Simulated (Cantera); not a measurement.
A perfectly stirred reactor is fed with CO : O₂ : H₂O : N₂ = 0.0068 : 0.036 : 0.055 : 1 (molar parts), equivalence ratio 0.094, at 4.93 atm; it is held at 1000 K, and followed from long to short residence time.

Computed with Cantera and GRI-Mech 3.0 (53 species, 325 reactions).

Problem. What does this change do: 0.005 parts CH4 added?

Solution. 
| quantity | before | after |
|---|---|---|
| x(CO) at τ = 27.0 s | 0.000739 | 0.000855 |
| x(O₂) at τ = 27.0 s | 0.0301 | 0.0212 |
| x(H₂O) at τ = 27.0 s | 0.0502 | 0.0589 |
| x(H₂) at τ = 27.0 s | 1.36e-6 | 5.59e-6 |
| x(CO₂) at τ = 27.0 s | 0.00547 | 0.00977 |
| x(CO) at τ = 0.270 s | 0.00512 | 0.00604 |
| x(O₂) at τ = 0.270 s | 0.0323 | 0.0265 |
| x(H₂O) at τ = 0.270 s | 0.0501 | 0.0559 |
| x(H₂) at τ = 0.270 s | 5.49e-6 | 0.000148 |
| x(CO₂) at τ = 0.270 s | 0.00108 | 0.00314 |

Problem. What does this change do: pressure from 4.93 atm to 3.06 atm?

Solution. 
```csv
quantity,before,after
x(CO) at τ = 27.0 s,0.000739,0.000673
x(O₂) at τ = 27.0 s,0.0301,0.0301
x(H₂O) at τ = 27.0 s,0.0502,0.0502
x(H₂) at τ = 27.0 s,1.36e-6,1.92e-6
x(CO₂) at τ = 27.0 s,0.00547,0.00554
x(CO) at τ = 0.270 s,0.00512,0.00507
x(O₂) at τ = 0.270 s,0.0323,0.0322
x(H₂O) at τ = 0.270 s,0.0501,0.0501
x(H₂) at τ = 0.270 s,5.49e-6,9.49e-6
x(CO₂) at τ = 0.270 s,0.00108,0.00113
```
